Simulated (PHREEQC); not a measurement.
Solution (52 °C): 0.003 mol/kgw MgCl2, 1.1e-05 mol/kgw CO2 and 0.044 mol/kgw MgSO4. Closed to the air; pH follows from the charge balance.

Model: ion-association model, wateq4f.dat, run in PHREEQC.

```
Item                     Value
--------------  --------------
pH                        5.84
ionic strength  0.0812 mol/kgw
```

| species | molality | activity | log γ |
|---|---|---|---|
| MgSO4 | 0.0260 | 0.0265 | 0.008 |
| Mg+2 | 0.0210 | 0.00866 | -0.386 |
| SO4-2 | 0.0180 | 0.00689 | -0.418 |
| Cl- | 0.00600 | 0.00462 | -0.114 |
| CO2 | 7.23e-6 | 7.36e-6 | 0.008 |
| HCO3- | 3.35e-6 | 2.66e-6 | -0.101 |
| HSO4- | 2.35e-6 | 1.83e-6 | -0.107 |
| H+ | 1.73e-6 | 1.44e-6 | -0.082 |
| MgHCO3+ | 4.18e-7 | 3.24e-7 | -0.111 |
| MgOH+ | 2.54e-7 | 2.05e-7 | -0.095 |
| OH- | 5.40e-8 | 4.15e-8 | -0.115 |
| MgCO3 | 1.55e-9 | 1.58e-9 | 0.008 |

This is a speciation only: nothing precipitates in the calculation. Complexes and solids missing from the database can't appear. Away from 25 °C the constants follow the database's enthalpies or fits; those with neither stay at their 25 °C values.
